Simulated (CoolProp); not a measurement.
Vapour-liquid equilibrium of p-xylene (1) + n-decane (2) at 109.05 °C; x and y are mole fractions of (1).

Model: multi-fluid Helmholtz-energy mixture model, Zhou 2012 and Lemmon 2006; pair parameters Bell 2016, in CoolProp.

```tsv
x	bubble pressure, mixture model (bar)	bubble pressure, Raoult's law (bar)	y, mixture model	y, Raoult's law
0.05	0.1528	0.1506	0.154	0.143
0.125	0.1776	0.1727	0.327	0.312
0.2	0.2015	0.1949	0.455	0.443
0.275	0.2248	0.2171	0.554	0.547
0.35	0.2474	0.2393	0.634	0.631
0.425	0.2694	0.2615	0.700	0.701
0.5	0.2911	0.2836	0.756	0.761
0.575	0.3124	0.3058	0.804	0.811
0.65	0.3335	0.3280	0.847	0.855
0.725	0.3545	0.3502	0.885	0.893
0.8	0.3754	0.3724	0.920	0.927
0.875	0.3963	0.3945	0.952	0.957
0.95	0.4174	0.4167	0.981	0.984
```

The largest gap from Raoult's law is +3.5 % in bubble pressure, at x = 0.275. No azeotrope shows between x = 0.05 and 0.95.

Pair parameters are fitted to limited data, so mixtures are less certain than the pure fluids.
